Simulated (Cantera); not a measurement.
Cantera run, input and output.

```python
import numpy as np
import cantera as ct

gas = ct.Solution("gri30.yaml", transport_model="multicomponent")
show = ['H2O', 'O', 'H2']

rows = []
print(f"{'T/K':>7s}{'rho':>11s}{'cp':>10s}{'mu':>11s}{'lambda':>11s}{'Pr':>7s}" + "".join(f"{'D_' + s:>11s}" for s in show))
for T in [400, 600, 800, 1000, 1200, 1400, 1600, 1800]:
    gas.TPX = T, 25, {'N2O': 0.9, 'H2O': 0.75, 'CO2': 0.068}
    Pr = gas.cp_mass * gas.viscosity / gas.thermal_conductivity
    D = [gas.mix_diff_coeffs_mole[gas.species_index(s)] for s in show]
    rows.append([gas.density, gas.cp_mass, gas.viscosity, gas.thermal_conductivity, Pr, *D])
    print(f"{T:7g}{gas.density:11.4e}{gas.cp_mass:10.1f}{gas.viscosity:11.4e}"
          f"{gas.thermal_conductivity:11.4e}{Pr:7.3f}" + "".join(f"{d:11.4e}" for d in D))
print("SI units: kg/m3, J/kg/K, Pa s, W/m/K, m2/s")
```

Result:

```
    T/K        rho        cp         mu     lambda     Pr      D_H2O        D_O       D_H2
    400 2.4553e-04    1192.9 1.7813e-05 3.1115e-02  0.683 1.1820e-01 2.0113e-01 4.9290e-01
    600 1.6369e-04    1320.2 2.5768e-05 4.9968e-02  0.681 2.5883e-01 4.1186e-01 9.9387e-01
    800 1.2277e-04    1421.2 3.2928e-05 6.8860e-02  0.680 4.4179e-01 6.7603e-01 1.6194e+00
   1000 9.8212e-05    1503.4 3.9474e-05 8.7515e-02  0.678 6.6129e-01 9.8770e-01 2.3565e+00
   1200 8.1844e-05    1568.3 4.5537e-05 1.0565e-01  0.676 9.1343e-01 1.3429e+00 3.1965e+00
   1400 7.0152e-05    1624.3 5.1209e-05 1.2338e-01  0.674 1.1955e+00 1.7389e+00 4.1327e+00
   1600 6.1383e-05    1672.3 5.6559e-05 1.4063e-01  0.673 1.5055e+00 2.1734e+00 5.1603e+00
   1800 5.4562e-05    1713.0 6.1638e-05 1.5733e-01  0.671 1.8420e+00 2.6446e+00 6.2751e+00
SI units: kg/m3, J/kg/K, Pa s, W/m/K, m2/s
```

Cantera simulation using GRI-Mech 3.0 (53 species, 325 reactions); the numbers are that mechanism's predictions, not measurements. Polar gases are described roughly by these parameters. The composition is frozen, though it would react at the higher temperatures.
